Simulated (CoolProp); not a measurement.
The fluid at 298.15 K and 0.28 MPa is throttled through a valve to 0.161 MPa with no heat exchange. The same conditions are run with several fluids, on thermodynamics alone (safety and materials aside).

Values from CoolProp's reference Helmholtz-energy equation of state of each fluid (R142b: Lemmon 2006; R143a: Lemmon and Jacobsen 2000; sulfur hexafluoride: Guder 2009; R152A: Outcalt 1996; propyne: Polt 1992). The equations of Platzer and Polt are older, rougher fits.

| fluid | temperature change (K) | final density (kg/m³) |
|---|---|---|
| R142b | -3.5 | ? |
| R143a | -2.3 | 5.66 |
| sulfur hexafluoride | ? | 9.70 |
| R152A | -3.5 | 4.50 |
| propyne | ? | 2.70 |

### Question
Some entries are withheld; supply them.

### Answer

- R142b, final density (kg/m³): 6.91
- sulfur hexafluoride, temperature change (K): -1.1
- propyne, temperature change (K): -3.0
